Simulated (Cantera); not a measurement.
Cantera run:

```python
import numpy as np
import cantera as ct

gas_names = """
    Fe H H2 H2S N NH NH2 NH3 N2 N2H2 N2H4 S SH SN S2 S8
""".split()
cond_names = """
    Fe(a) Fe(c) Fe(d) Fe(L) FeS(a) FeS(b) FeS(c) FeS(L) FeS2(s) S(cr1) S(cr2) S(L)
""".split()


def load(file, names, dense=False):
    # The tables refer to 1 bar. Condensed volumes are neglected.
    table = {s.name: s for s in ct.Species.list_from_file(file)}
    out = []
    for n in names:
        d = dict(table[n].input_data)
        d["thermo"] = dict(d["thermo"], **{"reference-pressure": 1e5})
        if dense:
            d["equation-of-state"] = {"model": "constant-volume", "density": "1e6 g/cm^3"}
        out.append(ct.Species.from_dict(d))
    return out


gas = ct.Solution(thermo="ideal-gas", species=load("nasa_gas.yaml", gas_names))
cond = {s.name: ct.Solution(thermo="fixed-stoichiometry", species=[s], name=s.name)
        for s in load("nasa_condensed.yaml", cond_names, dense=True)}
atoms = {
    'FeS2': {'Fe': 1, 'S': 2},
    'H2': {'H': 2},
    'N2': {'N': 2},
}
top_T = {'FeS2(s)': 1010}  # K; cautious upper limits of use, not melting points


def equilibrate(T, P, feed):
    n = {}
    for name, mol in feed.items():
        for a, k in atoms[name].items():
            n[a] = n.get(a, 0.0) + k * mol
    gas.TPX = T, P, n
    mass = sum(n.values()) * gas.mean_molecular_weight
    gas.equilibrate("TP")
    valid = [c for c in cond.values() if c.min_temp <= T <= top_T.get(c.name, c.max_temp)]
    mix = ct.Mixture([(gas, mass / gas.mean_molecular_weight)] + [(c, 0.0) for c in valid])
    mix.T, mix.P = T, P
    mix.equilibrate("TP", solver="vcs", rtol=1e-11, max_steps=5000)
    return mix


results = []
T = 723.15  # K
P = 150  # Pa
for m in [9.3, 18, 34, 64, 120, 230, 440, 850]:
    feed = {'FeS2': 1, 'H2': m, 'N2': 9.3}  # mol
    mix = equilibrate(T, P, feed)
    results.append((T, P, feed, dict(zip(mix.species_names, mix.species_moles))))

top = {s: max(r[3][s] / sum(r[3][g] for g in gas_names) for r in results) for s in gas_names}
cols = sorted((s for s in top if top[s] > 1e-06), key=lambda s: -top[s])[:9]
seen = [c for c in cond_names if any(r[3].get(c, 0) > 1e-12 for r in results)]
print("log10 of partial pressures in bar; condensed amounts in mol")
print(f"{'n(H2)':>10s}" + "".join(f"{s[:9]:>10s}" for s in cols + seen))
for T, P, feed, n in results:
    ng = sum(n[g] for g in gas_names)
    print(f"{feed['H2']:10.4g}" + "".join(f"{np.log10(max(n[s] / ng * P / 1e5, 1e-99)):10.3f}" for s in cols)
          + "".join(f"{n.get(c, 0):10.4g}" for c in seen))
```

It prints:

```
log10 of partial pressures in bar; condensed amounts in mol
     n(H2)        H2        N2       H2S       NH3    FeS(c)
       9.3    -3.174    -3.125    -4.093    -8.478         1
        18    -3.030    -3.292    -4.260    -8.345         1
        34    -2.942    -3.492    -4.460    -8.313         1
        64    -2.890    -3.721    -4.689    -8.349         1
       120    -2.860    -3.967    -4.936    -8.428         1
       230    -2.843    -4.234    -5.203    -8.536         1
       440    -2.834    -4.508    -5.476    -8.659         1
       850    -2.829    -4.790    -5.758    -8.793         1
```

Cantera equilibrium calculation (NASA polynomials, part measured and part estimated; ideal gas, pure solids and liquids). FeS: taken at fixed stoichiometry.
